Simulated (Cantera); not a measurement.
## Counterflow diffusion flame

A counterflow diffusion flame at 0.987 atm, nozzles 20 mm apart: fuel side 100 % CH₄ at 398 K, oxidiser side 20.0 % O₂, 80.0 % N₂ at 625 K, fuel mass flux 0.78 times the oxidiser's; mixture-averaged transport, no radiation.

Cantera simulation using GRI-Mech 3.0 (53 species, 325 reactions); the numbers are that mechanism's predictions, not measurements. GRI-Mech 3.0 has no aromatics or soot, which form on the fuel side of real flames. The maximum strain rate includes the flame's own expansion and is several times the mean.

| oxidiser flux (kg/m²/s) | max strain (1/s) | mean strain (1/s) | T max (K) | peak x OH | peak x H | peak x NO | peak x CO | peak x C₂H₂ |
|---|---|---|---|---|---|---|---|---|
| 0.25 | 193 | 42.7 | 2136 | 0.00826 | 0.00439 | 0.000292 | 0.0547 | 0.0141 |
| 0.35 | 260 | 59.7 | 2121 | 0.00824 | 0.00459 | 0.000269 | 0.0538 | 0.0131 |
| 0.49 | 352 | 83.6 | 2108 | 0.00820 | 0.00480 | 0.000245 | 0.0533 | 0.0123 |
| 0.69 | 481 | 118 | 2095 | 0.00813 | 0.00499 | 0.000218 | 0.0529 | 0.0116 |
| 0.97 | 659 | 166 | 2077 | 0.00795 | 0.00513 | 0.000185 | 0.0526 | 0.0106 |
| 1.4 | 925 | 239 | 2055 | 0.00765 | 0.00523 | 0.000148 | 0.0525 | 0.00955 |
| 1.9 | 1230 | 324 | 2032 | 0.00728 | 0.00521 | 0.000115 | 0.0526 | 0.00847 |
| 2.7 | 1710 | 461 | 1997 | 0.00665 | 0.00500 | 7.72e-5 | 0.0529 | 0.00695 |
x: mole fraction; the columns are a selection and need not sum to one.
